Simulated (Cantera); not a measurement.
What does this Cantera script print?

```python
import numpy as np
import cantera as ct

gas = ct.Solution("gri30.yaml")
gas.TPX = 675, 340000, {'CO': 1, 'H2': 1.4, 'CH4': 0.41, 'O2': 2.02, 'N2': 7.6}
flame = ct.FreeFlame(gas, width=0.017)
flame.set_refine_criteria(ratio=3, slope=0.08, curve=0.16)
flame.transport_model = "mixture-averaged"
flame.solve(loglevel=0, auto=True)
flame.transport_model = "multicomponent"
flame.soret_enabled = False
flame.solve(loglevel=0, refine_grid=True)
z, T = flame.grid, flame.T
thick = (T[-1] - T[0]) / np.gradient(T, z).max()
show = ['CO', 'H2', 'CH4', 'OH', 'NO', 'CH3']
print(f"laminar burning velocity  {flame.velocity[0] * 100:.3f} cm/s")
print(f"burnt temperature         {T[-1]:.1f} K")
print(f"thermal thickness         {thick * 1e3:.4f} mm")
print(f"grid points               {len(z)}")
z0 = z[flame.heat_release_rate.argmax()]
print(f"{'z/mm':>9s}{'T/K':>9s}{'u/(m/s)':>9s}" + "".join(f"{s:>11s}" for s in show))
rows = []
for k in (-3, -2, -1.5, -1, -0.5, -0.25, 0, 0.25, 0.5, 1, 2, 4, 8):
    zz = z0 + k * thick
    rows.append([k * thick, np.interp(zz, z, T), np.interp(zz, z, flame.velocity),
                 *(np.interp(zz, z, flame.X[gas.species_index(s)]) for s in show)])
    print(f"{rows[-1][0] * 1e3:9.3f}{rows[-1][1]:9.1f}{rows[-1][2]:9.3f}" + "".join(f"{x:11.3e}" for x in rows[-1][3:]))
```

It prints:

```
laminar burning velocity  305.512 cm/s
burnt temperature         2538.3 K
thermal thickness         0.0894 mm
grid points               153
     z/mm      T/K  u/(m/s)         CO         H2        CH4         OH         NO        CH3
   -0.268    675.0    3.054  8.047e-02  1.124e-01  3.299e-02  2.175e-13  4.981e-13  4.484e-10
   -0.179    675.1    3.052  8.055e-02  1.115e-01  3.302e-02  1.433e-11  9.771e-12  8.463e-09
   -0.134    675.6    3.049  8.070e-02  1.098e-01  3.308e-02  3.793e-10  8.161e-11  6.671e-08
   -0.089    681.4    3.058  8.117e-02  1.042e-01  3.321e-02  7.312e-08  1.375e-09  1.003e-06
   -0.045    820.5    3.623  8.253e-02  8.361e-02  3.141e-02  1.017e-04  9.353e-08  6.258e-05
   -0.022   1156.5    5.071  8.500e-02  6.349e-02  2.326e-02  6.453e-04  6.292e-07  4.080e-04
    0.000   1596.8    6.994  8.867e-02  4.107e-02  7.637e-03  3.397e-03  2.600e-06  9.052e-04
    0.022   1841.6    8.046  8.144e-02  2.411e-02  7.328e-04  8.434e-03  6.675e-06  1.902e-04
    0.045   1951.1    8.474  6.892e-02  1.766e-02  3.384e-05  1.148e-02  1.145e-05  1.181e-05
    0.089   2078.5    8.936  5.333e-02  1.584e-02  1.049e-07  1.318e-02  2.001e-05  4.998e-08
    0.179   2214.7    9.427  4.256e-02  1.442e-02  1.203e-11  1.329e-02  3.388e-05  8.047e-12
    0.358   2340.6    9.879  3.589e-02  1.168e-02  2.434e-15  1.211e-02  5.716e-05  1.352e-14
    0.716   2440.3   10.226  2.978e-02  9.010e-03  1.185e-15  1.038e-02  9.877e-05  5.704e-15
```

Model: GRI-Mech 3.0 (53 species, 325 reactions), integrated in Cantera. Burning velocities carry a grid error of a few per cent, more on coarse grids.
